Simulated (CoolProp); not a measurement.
The numbers come from the reference Helmholtz-energy equation of state, Jacobsen 1992 in CoolProp.

Question: For R11, give the phase and the cp (kJ/(kg K)), cv (kJ/(kg K)) at 201.25 °C and 0.169 MPa.

Answer: 
- 201.25 °C and 0.169 MPa: gas; cp 0.679, cv 0.615
